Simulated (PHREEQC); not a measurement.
Dissolve 0.0027 mol/kgw HF, 0.00012 mol/kgw NH4HF2 and 0.014 mol/kgw H2SO4 at 20 °C. Closed to the air; pH follows from the charge balance.

Model: ion-association model, phreeqc.dat, run in PHREEQC.

Q: The ionic strength comes out as 0.0280 mol/kgw. What activity coefficients do NH4+, F-, SO4-2, H+, HSO4- get?

A: NH4+ 0.84, F- 0.85, SO4-2 0.54, H+ 0.88, HSO4- 0.86.

This is a speciation only: nothing precipitates in the calculation. Complexes and solids missing from the database can't appear.
